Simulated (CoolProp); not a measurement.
Properties of R1132(E) along the isotherm 400 K.

Model: reference Helmholtz-energy equation of state, Akasaka 2024, in CoolProp.

| p (MPa) | phase | density (kg/m³) | cv (kJ/(kg K)) | Joule-Thomson coefficient (K/MPa) | isothermal compressibility (1/MPa) | expansivity (1/kK) |
|---|---|---|---|---|---|---|
| 0.542 | gas | 10.68 | 0.9860 | 7.110 | 1.889 | 2.715 |
| 1.08 | gas | 21.80 | 0.9929 | 7.190 | 0.9716 | 2.954 |
| 1.62 | gas | 33.53 | 1.000 | 7.269 | 0.6653 | 3.223 |
| 2.17 | gas | 46.15 | [?] | 7.347 | 0.5114 | 3.534 |
| 2.71 | gas | 59.27 | 1.016 | 7.419 | 0.4224 | 3.882 |
| 3.25 | gas | 73.22 | 1.025 | 7.484 | 0.3642 | 4.280 |
| 3.79 | gas | 88.11 | 1.034 | 7.538 | 0.3238 | 4.739 |
| 4.33 | gas | 104.1 | 1.043 | 7.579 | 0.2946 | 5.272 |
| 4.88 | gas | [?] | 1.053 | 7.601 | 0.2727 | 5.907 |
| 5.42 | supercritical | 140.3 | 1.064 | 7.598 | 0.2568 | 6.639 |
| 5.96 | supercritical | [?] | 1.075 | 7.561 | 0.2449 | 7.502 |
| 6.5 | supercritical | 182.8 | 1.087 | 7.480 | 0.2360 | 8.516 |

Question: Some entries are withheld; supply them.

Answer: 
- 2.17, cv (kJ/(kg K)): 1.008
- 4.88, density (kg/m³): 121.6
- 5.96, density (kg/m³): 160.6
